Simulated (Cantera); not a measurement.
Feed: 1 mol CaCO3, 0.95 mol H2O, equilibrated at 1125 K and 8200 Pa.

Cantera equilibrium calculation (NASA polynomials, part measured and part estimated; ideal gas, pure solids and liquids). Candidate condensed phases: C, C6H6, C7H8, C8H18, Ca, CaCO3, CaO, Ca(OH)2, H2O; 115 gas species. The numbers say what is thermodynamically allowed, not how fast it happens.

What is the equilibrium state?


```
Property                                   Result
--------------------------------------  ---------
x(CO2)                                      0.513
x(H2O)                                      0.487
x(CO)                                     2.91e-6
x(O2)                                     2.65e-6
x(H2)                                     2.52e-6
n(CaO(s))                                1.00 mol
gas amount                              1.950 mol
log10 activity of C(graphite) (absent)     -13.10
log10 activity of Ca(l) (absent)           -20.67
```
